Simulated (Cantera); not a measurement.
A closed system holds: 1 mol SiC, 0.0022 mol O2, 6.8 mol N2, held at 1473.15 K and 3.10e-6 bar.

These are equilibrium values from Cantera (NASA tables, ideal gas, pure condensed phases), not measurements of a reactor. Candidate condensed phases: C, Si, SiC, SiO2, Si2N2O, Si3N4; 34 gas species. Equilibrium is a limit: real reactors are often held back by kinetics, nucleation or transport.

Base state: N2 0.999, CO 0.000424, SiO 0.000222, Si 0.000201 (mole fractions); condensed: SiC(s).

Q: What changes in the equilibrium state with this change: temperature from 1473.15 K to 1850 K?

A: 
```csv
species,before,after
N2,0.999,0.935
Si,0.000201,0.0626
SiC2,<1e-9,0.00121
CN,1.58e-9,3.73e-5
Si2C,2.47e-7,0.000860
"SiC(s), mol",0.997,0.523
"C(graphite), mol",0,0.449
```
The tables' values for SiN are old estimates; treat these amounts as uncertain.
